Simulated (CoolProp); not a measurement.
The numbers come from the reference Helmholtz-energy equation of state, Thol 2018 in CoolProp.

Question: For hydrogen chloride, give the phase and the cv (kJ/(kg K)) at 99.35 °C and 234 kPa; 99.35 °C and 1590 kPa.

Answer: 
- 99.35 °C and 234 kPa: gas; cv 0.574
- 99.35 °C and 1590 kPa: gas; cv 0.594
